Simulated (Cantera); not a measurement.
What does this Cantera script print?

```python
import numpy as np
import cantera as ct

gas_names = """
    CL CL2 H HCL H2 Si SiCL SiCL2 SiCL3 SiCL4 SiH SiHCL3 SiH2 SiH2CL2 SiH3 SiH3CL SiH4 Si2 Si3
""".split()
cond_names = """
    Si(cr) Si(L)
""".split()


# ... load() reads the species with a 1 bar reference pressure and builds the phases ...
atoms = {
    'SiHCl3': {'Si': 1, 'H': 1, 'CL': 3},
    'Cl2': {'CL': 2},
    'H2': {'H': 2},
}
top_T = {}  # K; cautious upper limits of use, not melting points


# ... equilibrate(T, P, feed) seeds the gas with the atoms and calls Mixture.equilibrate('TP', solver="vcs", rtol=1e-11, max_steps=5000) ...
results = []
feed = {'SiHCl3': 1, 'Cl2': 0.047, 'H2': 6.7}  # mol
T = 1673.15  # K
P = 100000  # Pa
mix = equilibrate(T, P, feed)
results.append((T, P, feed, dict(zip(mix.species_names, mix.species_moles))))
print(gas.report(threshold=1e-06))
for i in range(1, mix.n_phases):
    print(f"{mix.phase(i).name:16s} {mix.phase_moles(i):12.5e} mol")
```

It prints:

```
       temperature   1673.2 K
          pressure   1e+05 Pa
           density   0.12401 kg/m^3
  mean mol. weight   17.252 kg/kmol
   phase of matter   gas

                          1 kg             1 kmol
                     ---------------   ---------------
          enthalpy        6.8406e+05        1.1801e+07  J
   internal energy       -1.2232e+05       -2.1103e+06  J
           entropy             12647        2.1818e+05  J/K
    Gibbs function       -2.0476e+07       -3.5324e+08  J
 heat capacity c_p            2111.7             36429  J/K
 heat capacity c_v            1629.7             28115  J/K

                      mass frac. Y      mole frac. X     chem. pot. / RT
                     ---------------   ---------------   ---------------
                CL        2.7751e-05        1.3505e-05           -24.796
                 H        5.8293e-06        9.9767e-05           -9.5972
               HCL           0.28032           0.13265           -34.394
                H2          0.089425           0.76524           -19.194
              SiCL        4.5479e-05        1.2349e-05           -29.658
             SiCL2           0.47547          0.082867           -54.454
             SiCL3          0.090238           0.01158            -79.25
             SiCL4           0.03323         0.0033745           -104.05
            SiHCL3          0.027433         0.0034942           -88.848
              SiH2         1.473e-05        8.4421e-06           -24.056
           SiH2CL2          0.003653        0.00062396           -73.649
            SiH3CL        0.00012994        3.3679e-05           -58.449
     [   +7 minor]        3.2043e-06        1.8238e-06

Si(cr)            1.19510e-01 mol
```

Equilibrium computed with Cantera from the NASA thermochemical tables; the gas is ideal and each condensed phase is pure. The tables' values for SiCl3, SiCl are old estimates; treat these amounts as uncertain.
